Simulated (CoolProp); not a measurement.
A single-stage vapour-compression cycle with R11: evaporating at 255.15 K (dew point), condensing at 288.15 K (bubble point), superheat 5 K, subcooling 0 K, compressor efficiency 0.6, no pressure losses. Each further row changes one setting.

Model: reference Helmholtz-energy equation of state, Jacobsen 1992, in CoolProp.

```csv
case,cooling COP,pressure ratio,discharge temperature (K),refrigerating effect (kJ/kg),volumetric capacity (kJ/m³)
as stated,___,4.23,331.8,170,190
evaporating temperature 260.15 K,___,3.31,324.9,173,___
condensing temperature 283.15 K,5.04,3.48,321.9,175,195
subcooling 5 K,4.32,4.23,331.8,175,195
superheat 15 K,4.19,4.23,343.4,176,189
compressor efficiency 0.5,___,4.23,___,170,190
```

Task: Some entries are withheld; supply them.

Result: 
- as stated, cooling COP: 4.22
- evaporating temperature 260.15 K, cooling COP: 5.14
- evaporating temperature 260.15 K, volumetric capacity (kJ/m³): 243
- compressor efficiency 0.5, cooling COP: 3.51
- compressor efficiency 0.5, discharge temperature (K): 345.0
